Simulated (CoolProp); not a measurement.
Values from CoolProp's reference Helmholtz-energy equation of state, Kamei 1995.

Give the vapour pressure (MPa), liquid density (kg/m³), vapour density (kg/m³), liquid cp (kJ/(kg K)) of saturated R22 at 1.55, 4.45 °C.


```csv
T (°C),p (MPa),liquid density (kg/m³),vapour density (kg/m³),liquid cp (kJ/(kg K))
1.55,0.524,1280,22.3,1.17
4.45,0.574,1270,24.4,1.18
```
